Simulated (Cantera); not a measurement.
Feed: 1 mol Si(CH3)4, 0.056 mol HCl, 560 mol H2, equilibrated at 0.510 bar.

These are equilibrium values from Cantera (NASA tables, ideal gas, pure condensed phases), not measurements of a reactor. Candidate condensed phases: C, C6H6, C7H8, C8H18, Si, SiC; 109 gas species. Kinetics and transport are ignored.

x: gas mole fraction; n: condensed amount in mol.

```tsv
T (°C)	x H2	x CH4	x H	x C2H2 (acetylene)	x HCl	x CH3	x Si	n SiC(s)	n C(graphite)
777	0.995	0.00533	1.13e-8	1.40e-10	9.95e-5	1.08e-9	<1e-12	1.000	0
877	0.995	0.00533	1.04e-7	7.83e-9	9.95e-5	1.04e-8	<1e-12	1.000	0
977	0.995	0.00533	6.75e-7	2.31e-7	9.95e-5	7.01e-8	<1e-12	1.000	0
1077	0.997	0.00292	3.33e-6	1.23e-6	9.92e-5	1.94e-7	…	1.000	1.35
1177	0.998	0.00168	1.32e-5	4.87e-6	9.91e-5	4.48e-7	…	1.000	2.04
1277	0.999	0.00103	4.41e-5	1.60e-5	9.90e-5	9.28e-7	…	1.000	2.39
1377	0.999	0.000676	0.000127	4.56e-5	9.90e-5	1.75e-6	…	1.000	2.56
1477	0.999	0.000465	0.000326	0.000115	9.89e-5	3.07e-6	…	1.000	2.60
1577	0.999	0.000333	0.000754	0.000261	9.89e-5	5.06e-6	…	0.999	2.51
1677	0.997	0.000247	0.00160	0.000545	9.87e-5	7.91e-6	…	0.996	2.24
1777	0.995	0.000188	0.00317	0.00106	9.85e-5	1.18e-5	…	0.986	1.70
```

Question: Complete the blanks.

Answer: 
- 1077, x Si: 1.49e-12
- 1177, x Si: 3.59e-11
- 1277, x Si: 5.73e-10
- 1377, x Si: 6.52e-9
- 1477, x Si: 5.60e-8
- 1577, x Si: 3.80e-7
- 1677, x Si: 2.12e-6
- 1777, x Si: 9.95e-6
